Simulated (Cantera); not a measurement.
A freely propagating, adiabatic, planar premixed flame of CH3OH : O2 : N2 = 1 : 1.25 : 4.7 (molar parts), equivalence ratio 1.2, unburnt at 625 K and 10.0 bar; mixture-averaged transport, grid criteria slope 0.08 and curve 0.16, no radiation.

Cantera simulation using GRI-Mech 3.0 (53 species, 325 reactions); the numbers are that mechanism's predictions, not measurements. GRI-Mech 3.0 was tuned for natural gas; its chemistry of methanol as a main component is partial and can be far from experiment. Burning velocities carry a grid error of a few per cent, more on coarse grids.

### Question
What does this change do: inlet temperature 625 to 475 K?

### Answer
```json
[
 {"quantity": "laminar burning velocity", "before": "99.7 cm/s", "after": "58.2 cm/s"},
 {"quantity": "thermal thickness", "before": "0.0350 mm", "after": "0.0411 mm"},
 {"quantity": "peak x(CH2)", "before": "8.00e-6", "after": "5.62e-6"},
 {"quantity": "peak x(CH3)", "before": "0.000139", "after": "0.000103"}
]
```
